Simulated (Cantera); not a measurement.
A freely propagating, adiabatic, planar premixed flame of 37.1 % H₂, 13.2 % O₂, 49.7 % N₂, equivalence ratio 1.4, unburnt at 475 K and 0.188 atm; mixture-averaged transport, grid criteria slope 0.08 and curve 0.16, no radiation.

Computed with Cantera and the H2/O2 subset of GRI-Mech 3.0, which has no nitrogen chemistry. Burning velocities carry a grid error of a few per cent, more on coarse grids.

### Question
Predict: laminar burning velocity; thermal thickness; peak x(H); peak x(O); peak x(H₂O₂); peak x(OH).

### Answer
```
Quantity                     Value
------------------------  --------
laminar burning velocity  489 cm/s
thermal thickness          3.66 mm
peak x(H)                    0.109
peak x(O)                  0.00893
peak x(H₂O₂)               6.97e-6
peak x(OH)                  0.0120
```
